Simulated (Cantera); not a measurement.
Cantera run, input and output.

```python
import numpy as np
import cantera as ct

surf = ct.Interface("diamond.yaml", "diamond_100")
gas, bulk = surf.adjacent["gas"], surf.adjacent["diamond"]
k = surf.kinetics_species_index(bulk.species_names[0])
cover = ["c6HH", "c6H*", "c6*H", "c6**", "c6HM", "c6B"]

rows, drift = [], 0.0
print(f"{'T':>10s}{'um/h':>11s}" + "".join(f"{s:>11s}" for s in cover))
for v in [900, 950, 1000, 1050, 1100, 1150, 1200, 1250, 1300, 1350, 1400]:
    T, P, xH, xCH3 = v, 4400, 0.0011, 0.00031
    gas.TPX = T, P, {"H": xH, "CH3": xCH3, "CH4": 0.025, "H2": 1 - xH - xCH3 - 0.025}
    surf.TP = bulk.TP = T, P
    surf.coverages = "c6H*:0.1, c6HH:0.9"
    surf.advance_coverages(100.0)
    before = surf.coverages
    surf.advance_coverages(100.0)
    drift = max(drift, np.max(np.abs(surf.coverages - before) / (surf.coverages + 1e-9)))
    rate = surf.net_production_rates[k] * bulk.mean_molecular_weight / bulk.density * 3.6e9
    rows.append([rate, *surf[cover].coverages])
    print(f"{v:10.4g}{rate:11.4e}" + "".join(f"{x:11.3e}" for x in rows[-1][1:]))
```

It prints:

```
         T       um/h       c6HH       c6H*       c6*H       c6**       c6HM        c6B
       900 3.1966e+00  5.406e-01  8.110e-03  2.269e-01  3.112e-03  1.779e-01  8.674e-09
       950 4.2222e+00  5.272e-01  1.144e-02  2.715e-01  4.894e-03  1.418e-01  1.146e-08
      1000 4.9455e+00  5.153e-01  1.553e-02  3.179e-01  7.316e-03  1.049e-01  1.342e-08
      1050 4.7129e+00  5.073e-01  2.051e-02  3.671e-01  1.049e-02  6.513e-02  1.279e-08
      1100 3.4715e+00  4.972e-01  2.612e-02  4.137e-01  1.429e-02  3.123e-02  9.420e-09
      1150 2.2278e+00  4.793e-01  3.171e-02  4.494e-01  1.828e-02  1.214e-02  6.045e-09
      1200 1.5612e+00  4.576e-01  3.701e-02  4.736e-01  2.214e-02  4.312e-03  4.236e-09
      1250 1.3360e+00  4.372e-01  4.203e-02  4.897e-01  2.573e-02  1.515e-03  3.625e-09
      1300 1.2698e+00  4.204e-01  4.681e-02  5.001e-01  2.900e-02  5.387e-04  3.446e-09
      1350 1.1115e+00  4.079e-01  5.135e-02  5.063e-01  3.190e-02  1.932e-04  3.016e-09
      1400 7.7417e-01  3.996e-01  5.561e-02  5.090e-01  3.433e-02  7.084e-05  2.101e-09
```

Model: the Harris–Goodwin 1993 mechanism for the reconstructed diamond (100) surface, integrated in Cantera.
